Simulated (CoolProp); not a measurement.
Computed with CoolProp (reference Helmholtz-energy equation of state, Thol 2015).

Task: Give the vapour pressure (kPa), vapour density (kg/m³), enthalpy of vaporisation (kJ/kg), liquid cp (kJ/(kg K)) of saturated octamethylcyclotetrasiloxane (D4) at 106.05 °C.

Result: 
| T (°C) | p (kPa) | vapour density (kg/m³) | enthalpy of vaporisation (kJ/kg) | liquid cp (kJ/(kg K)) |
|---|---|---|---|---|
| 106.05 | 11.2 | 1.07 | 157 | 1.83 |
